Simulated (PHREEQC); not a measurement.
0.5 g of hydrous ferric oxide (600 m²/g; 0.2 weak and 0.005 strong sites per Fe, Dzombak-Morel constants, diffuse double layer) in 1 kg of water with 0.005 mol/kgw of an inert sodium salt and 0.0079 mmol/kgw PbCl2, at 25 °C; the pH is set by adding NaOH or the inert anion's acid. O2 is buffered at 0.21 atm. No CO2 enters from the air. No solid was allowed to form.

All values are PHREEQC results (ion-association model, wateq4f.dat), not measurements.

```
pH   Pb sorbed (%)  surface charge σ (C/m²)  surface potential ψ (mV)
---  -------------  -----------------------  ------------------------
3              3.6                    0.305                       214
3.5           22.6                    0.246                       206
4             66.1                        …                       193
4.5           92.9                    0.133                       177
5             99.0                    0.092                       158
5.5           99.9                    0.060                       137
6            100.0                    0.038                       114
6.5          100.0                        …                        89
7            100.0                    0.013                        63
7.5          100.0                    0.006                        35
8            100.0                    0.001                         7
8.5          100.0                   -0.004                         …
9            100.0                   -0.009                       -49
```

**Question.** Fill in the missing entries.

**Answer.** 
- 4, surface charge σ (C/m²): 0.185
- 6.5, surface charge σ (C/m²): 0.023
- 8.5, surface potential ψ (mV): -21

Species that the database lacks are ignored. The oxide is taken as insoluble; below pH 4 it would dissolve.
